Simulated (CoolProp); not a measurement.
Computed with CoolProp (reference Helmholtz-energy equation of state, Lemmon 2006). It is a short technical equation, of lower accuracy than the large ones.

Task: For carbon monoxide, give the phase and the density (kg/m³), cv (kJ/(kg K)), Joule-Thomson coefficient (K/MPa), isothermal compressibility (1/MPa) at 105.4 K and 7.81 MPa; 77.1 K and 5.56 MPa.

Result: 
- 105.4 K and 7.81 MPa: liquid; density 710, cv 1.03, Joule-Thomson coefficient -0.200, isothermal compressibility 0.00569
- 77.1 K and 5.56 MPa: liquid; density 824, cv 1.19, Joule-Thomson coefficient -0.365, isothermal compressibility 0.00235
